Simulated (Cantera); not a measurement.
Feed: 1 mol HMDSO, 0.4 mol H2O, 16 mol H2, equilibrated at 1748 K and 14.0 Pa.

Cantera equilibrium calculation (NASA polynomials, part measured and part estimated; ideal gas, pure solids and liquids). Candidate condensed phases: C, C6H6, C7H8, C8H18, H2O, Si, SiC, SiO2; 123 gas species. The feed counts by its element totals alone. Kinetics and transport are ignored.

Problem. What is the equilibrium state?

Solution. 
```
Item                                  Value
--------------------------------  ---------
x(H2)                                 0.929
x(CO)                                0.0515
x(H)                                 0.0186
x(SiO)                             0.000245
x(Si)                              0.000196
x(C2H2 (acetylene))                0.000105
x(SiH)                              2.98e-6
x(SiC2)                             2.09e-6
x(Si2C)                             1.56e-6
n(C(graphite))                     2.61 mol
n(SiC(s))                          1.99 mol
gas amount                        27.06 mol
log10 activity of Si(l) (absent)      -1.72
```
